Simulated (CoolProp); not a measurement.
A Linde-Hampson liquefier for nitrogen: isothermal reversible compression at 290 K from 1 atm to 5 MPa, throttling to 1 atm, return gas leaving the recuperator 2 K below the feed. Each further row changes one setting.

The numbers come from the reference Helmholtz-energy equation of state, Span 2000 in CoolProp.

| case | liquid yield per pass | compression work (kJ/kg of gas) |
|---|---|---|
| as stated | 0.021 | 335 |
| high pressure 10 MPa | 0.045 | [?] |
| warm-end temperature 320 K | [?] | [?] |
| warm-end gap 7 K | [?] | 335 |

Question: Complete the blanks.

Answer: 
- high pressure 10 MPa, compression work (kJ/kg of gas): 394
- warm-end temperature 320 K, liquid yield per pass: 0.015
- warm-end temperature 320 K, compression work (kJ/kg of gas): 370
- warm-end gap 7 K, liquid yield per pass: 0.009
